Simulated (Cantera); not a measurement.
An adiabatic, constant-pressure homogeneous reactor starts with H₂ : O₂ : N₂ = 1 : 1.14 : 4.27 (molar parts), equivalence ratio 0.44, at 1423 K and 3750 Torr. Integrator tolerance rtol = 1e-08.

Computed with Cantera and the H2/O2 subset of GRI-Mech 3.0, which has no nitrogen chemistry. The hydrogen kinetics of GRI-Mech 3.0 are dated; newer H2 mechanisms differ, most at raised pressure.

```csv
quantity,before,after
time of steepest temperature rise,4.03 µs,3.44 µs
temperature at 2.00 s,2459 K,2462 K
equilibrium temperature,2459 K,2462 K
x(H₂) at 2.00 s,0.00110 (gas-phase equilibrium 0.00110),0.00102 (gas-phase equilibrium 0.00102)
x(O₂) at 2.00 s,0.105 (gas-phase equilibrium 0.105),0.105 (gas-phase equilibrium 0.105)
x(H) at 2.00 s,0.000313 (gas-phase equilibrium 0.000313),0.000279 (gas-phase equilibrium 0.000279)
x(OH) at 2.00 s,0.00915 (gas-phase equilibrium 0.00915),0.00883 (gas-phase equilibrium 0.00883)
x(O) at 2.00 s,0.00173 (gas-phase equilibrium 0.00173),0.00160 (gas-phase equilibrium 0.00160)
x(H₂O₂) at 2.00 s,7.61e-7 (gas-phase equilibrium 7.61e-7),8.41e-7 (gas-phase equilibrium 8.41e-7)
x(HO₂) at 2.00 s,1.46e-5 (gas-phase equilibrium 1.46e-5),1.54e-5 (gas-phase equilibrium 1.54e-5)
```

Q: What was changed between the two runs?
A) pressure from 3750 Torr to 4500 Torr
B) H2 1 to 0.71 parts
C) pressure from 3750 Torr to 13500 Torr
D) constant volume in place of constant pressure

A: A, pressure from 3750 Torr to 4500 Torr
